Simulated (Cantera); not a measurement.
Cantera run, input and output.

```python
import numpy as np
import cantera as ct

surf = ct.Interface("ptcombust.yaml", "Pt_surf")
gas = surf.adjacent["gas"]
gas.TPX = 825, 101325, {'H2': 0.0034, 'O2': 0.094, 'N2': 0.79, 'H2O': 0.015}
surf.TP = 825, 101325
reactor = ct.FlowReactor(gas, clone=False)
reactor.area = 0.0001  # m2
reactor.surface_area_to_volume_ratio = 180  # 1/m
reactor.mass_flow_rate = 1.4 * reactor.area * gas.density  # inlet velocity 1.4 m/s
reactor.energy_enabled = False
wall = ct.ReactorSurface(surf, reactor, clone=False)
net = ct.ReactorNet([reactor])
net.rtol, net.atol = 1e-8, 1e-16
show, cover = ['H2', 'O2', 'H2O'], ['PT(S)', 'H(S)', 'O(S)', 'OH(S)', 'CO(S)', 'C(S)']

rows = []
print(f"{'z/m':>9s}{'u/(m/s)':>9s}" + "".join(f"{s:>13s}" for s in show + cover))
for z in [0.00015, 0.00028, 0.00054, 0.0011, 0.002, 0.0039, 0.0076, 0.015]:
    net.advance(z)
    rows.append([reactor.speed, *gas[show].X, *surf[cover].coverages])
    print(f"{z:9.4g}{rows[-1][0]:9.3g}" + "".join(f"{x:13.4e}" for x in rows[-1][1:]))
```

Output:

```
      z/m  u/(m/s)           H2           O2          H2O        PT(S)         H(S)         O(S)        OH(S)        CO(S)         C(S)
  0.00015      1.4   3.5569e-03   1.0407e-01   1.6835e-02   8.4956e-02   4.1496e-08   9.1147e-01   3.5675e-03   7.9074e-27  -1.9174e-27
  0.00028      1.4   3.3885e-03   1.0400e-01   1.7005e-02   8.2771e-02   3.9710e-08   9.1369e-01   3.5344e-03  -1.0375e-27  -5.0137e-30
  0.00054      1.4   3.0861e-03   1.0386e-01   1.7311e-02   7.8948e-02   3.6653e-08   9.1757e-01   3.4747e-03   5.6745e-27   1.1396e-29
   0.0011      1.4   2.5562e-03   1.0362e-01   1.7846e-02   7.2577e-02   3.1756e-08   9.2405e-01   3.3695e-03   1.7092e-29   4.6247e-32
    0.002      1.4   1.9394e-03   1.0335e-01   1.8469e-02   6.5724e-02   2.6764e-08   9.3102e-01   3.2477e-03  -3.5794e-27  -8.5639e-30
   0.0039      1.4   1.1540e-03   1.0299e-01   1.9263e-02   5.7905e-02   2.1426e-08   9.3899e-01   3.0963e-03  -1.8562e-27  -3.8433e-31
   0.0076      1.4   4.7048e-04   1.0269e-01   1.9953e-02   5.1932e-02   1.7610e-08   9.4509e-01   2.9705e-03  -4.6502e-27   3.4281e-30
    0.015      1.4   9.0227e-05   1.0252e-01   2.0337e-02   4.8931e-02   1.5782e-08   9.4816e-01   2.9036e-03  -1.2912e-25  -2.9095e-28
```

Detailed kinetics in Cantera: Deutschmann's 1995 Pt surface mechanism with GRI-Mech 3.0 gas chemistry. Catalytic surfaces can have several steady states; this one follows from the mechanism file's or the stated starting coverage. Mass transfer to the wall is taken as infinitely fast.
